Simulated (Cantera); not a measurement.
Feed: 1 mol Si, 18 mol HCl, 0.43 mol H2, equilibrated at 625 °C and 0.000590 bar.

Cantera equilibrium calculation (NASA polynomials, part measured and part estimated; ideal gas, pure solids and liquids). Candidate condensed phases: Si; 19 gas species. The tables' values for SiCl3 are old estimates; treat these amounts as uncertain. Kinetics and transport are ignored.

Base state: HCl 0.803, H2 0.139, SiCl4 0.0573, SiHCl3 2.77e-5, SiCl3 1.24e-5 (mole fractions); condensed: gas only.

Problem. What changes in the equilibrium state with this change: HCl from 18 to 1.6 mol?

Solution. 
| species | before | after |
|---|---|---|
| H2 | 0.139 | 0.728 |
| SiCl4 | 0.0573 | 0.222 |
| HCl | 0.803 | 0.0308 |
| SiHCl3 | 2.77e-5 | 0.0146 |
| SiH2Cl2 | 1.27e-9 | 9.10e-5 |
| SiCl2 | 1.29e-7 | 0.00177 |
| SiCl3 | 1.24e-5 | 0.00285 |
| Si(s), mol | 0 | 0.604 |
